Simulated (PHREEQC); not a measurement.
H2SO4 is added in steps, without added water, to 1 kg of water holding 0.12 mol MgCl2, 7.4e-05 mol KCl and 0.0006 mol NaCl, at 25 °C. CO2 from the air is kept out. The run lets Arcanite, Bischofite, Bloedite, Brucite, Carnallite, Epsomite, Glaserite, Halite, Hexahydrite, Kainite, Kieserite, Leonite, Mirabilite, Misenite, Schoenite, Sylvite, Thenardite, MgCl2_4H2O precipitate or redissolve, and no other solid.

Base run: PHREEQC, Pitzer model, pitzer.dat. Each further column changes one thing. The table gives HSO4- (mol/kgw).

| H2SO4 added (mol) | base | database wateq4f.dat | database phreeqc.dat, Debye-Hückel limiting law | database phreeqc.dat, Davies equation for every ion |
|---|---|---|---|---|
| 0 | 0 | 0 | 0 | 0 |
| 0.0008875 | 1.76e-5 | 1.39e-5 | 8.12e-6 | 1.38e-5 |
| 0.001775 | 6.83e-5 | 5.44e-5 | ___ | 5.41e-5 |
| 0.002219 | 0.000105 | 8.42e-5 | ___ | 8.37e-5 |
| 0.003106 | 0.000200 | 0.000162 | ___ | 0.000161 |
| 0.003994 | 0.000322 | 0.000263 | 0.000153 | 0.000261 |
| 0.004881 | 0.000468 | 0.000385 | 0.000225 | 0.000383 |
| 0.005325 | 0.000549 | 0.000455 | ___ | 0.000452 |
| 0.006213 | 0.000728 | 0.000608 | 0.000354 | 0.000605 |
| 0.0071 | 0.000928 | 0.000780 | 0.000454 | 0.000777 |

Problem. What belongs in the gaps?

Solution. 
- 0.001775, database phreeqc.dat, Debye-Hückel limiting law: 3.18e-5
- 0.002219, database phreeqc.dat, Debye-Hückel limiting law: 4.92e-5
- 0.003106, database phreeqc.dat, Debye-Hückel limiting law: 9.45e-5
- 0.005325, database phreeqc.dat, Debye-Hückel limiting law: 0.000265

 pitzer.dat has no redox and few complexes: it carries them in its interaction parameters. phreeqc.dat and wateq4f.dat share most of their constants, so their agreement is no independent check. Solids allowed in the column 'database wateq4f.dat': Brucite, Halite, Mirabilite, Epsomite. Solids allowed in the column 'database phreeqc.dat, Debye-Hückel limiting law': Halite, Sylvite. Solids allowed in the column 'database phreeqc.dat, Davies equation for every ion': Halite, Sylvite.
